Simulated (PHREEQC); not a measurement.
Make-up at 5 °C: 0.0064 mol NaH2PO4 and 0.4 mol HCl per kg of water. Closed to the air; pH follows from the charge balance.

Computed with PHREEQC (ion-association model, phreeqc.dat).

**Question.** The ionic strength comes out as 0.400 mol/kgw. What activity coefficients do H2PO4-, Na+, H+, Cl- get?

**Answer.** H2PO4- 0.71, Na+ 0.73, H+ 0.78, Cl- 0.67.

No solid was allowed to form. Constants without temperature data keep their 25 °C values here.
